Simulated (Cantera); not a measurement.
A closed system holds: 1 mol Si, 0.013 mol N₂O, 140 mol N₂, equilibrated at 1298 K and 8.60 mbar.

Cantera equilibrium calculation (NASA polynomials, part measured and part estimated; ideal gas, pure solids and liquids). Candidate condensed phases: Si, SiO₂, Si₂N₂O, Si₃N₄; 16 gas species. Mutual solubility and eutectic melting of coexisting phases are not modelled. The numbers say what is thermodynamically allowed, not how fast it happens.

Question: What is the equilibrium state?

Answer: 
```json
{
  "x(N₂)": "1.00",
  "n(Si₂N₂O(s))": "0.0130 mol",
  "n(Si₃N₄(s))": "0.325 mol",
  "gas_amount": "139.4 mol",
  "log10 activity of Si(s) (absent)": "-2.84"
}
```
